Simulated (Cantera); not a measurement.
A closed system holds: 1 mol Si2Cl6, 18 mol NH3, 11 mol N2, at 420 Torr.

Equilibrium computed with Cantera from the NASA thermochemical tables; the gas is ideal and each condensed phase is pure. Candidate condensed phases: NH4Cl, Si, Si3N4; 28 gas species. The feed counts by its element totals alone. Kinetics and transport are ignored. All values below are at 900 K.

Base state: H2 0.494, N2 0.384, HCl 0.121, SiCl4 0.000641, NH3 0.000146 (mole fractions); condensed: Si3N4(s).

What changes in the equilibrium state with this change: Si2Cl6 replaced by SiH4?


| species | before | after |
|---|---|---|
| H2 | 0.494 | 0.600 |
| N2 | 0.384 | 0.400 |
| NH3 | 0.000146 | 0.000199 |
| HCl | 0.121 | 0 |
| SiCl4 | 0.000641 | 0 |
| Si3N4(s), mol | 0.656 | 0.333 |

What changes in the equilibrium state with this change: NH3 from 18 to 2.3 mol?


```csv
species,before,after
N2,0.384,0.664
HCl,0.121,0.180
H2,0.494,0.112
SiCl4,0.000641,0.0429
SiHCl3,7.45e-6,7.60e-5
NH3,0.000146,2.08e-5
"Si3N4(s), mol",0.656,0.423
```
